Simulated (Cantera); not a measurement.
Feed: 1 mol Si₃N₄, 0.33 mol O₂, 180 mol H₂, held at 1298.15 K and 0.630 bar.

Cantera equilibrium calculation (NASA polynomials, part measured and part estimated; ideal gas, pure solids and liquids). Candidate condensed phases: H₂O, Si, SiO₂, Si₂N₂O, Si₃N₄; 35 gas species. Mutual solubility and eutectic melting of coexisting phases are not modelled. The numbers say what is thermodynamically allowed, not how fast it happens.

Base state: H₂ 0.999, N₂ 0.00122 (mole fractions); condensed: Si₂N₂O(s) + Si₃N₄(s).

### Question
What changes in the equilibrium state with this change: O₂ from 0.33 to 0.012 mol?

### Answer
| species | before | after |
|---|---|---|
| H₂ | 0.999 | 1.000 |
| N₂ | 0.00122 | 4.42e-5 |
| Si₂N₂O(s), mol | 0.660 | 0.0240 |
| Si₃N₄(s), mol | 0.560 | 0.984 |

### Question
What changes in the equilibrium state with this change: temperature from 1298.15 K to 1800 K?

### Answer
```json
[
 {"species": "H₂", "before": "0.999", "after": "0.990"},
 {"species": "N₂", "before": "0.00122", "after": "0.00826"},
 {"species": "SiO", "before": "<1e-9", "after": "0.000881"},
 {"species": "SiH₂", "before": "<1e-9", "after": "2.96e-5"},
 {"species": "H", "before": "1.35e-6", "after": "0.000449"},
 {"species": "Si₂N₂O(s), mol", "before": "0.660", "after": "0.500"},
 {"species": "Si₃N₄(s), mol", "before": "0.560", "after": "0"},
 {"species": "Si(l), mol", "before": "0", "after": "1.83"}
]
```
Gases not in the tables: Si₂H₆ and higher silanes.
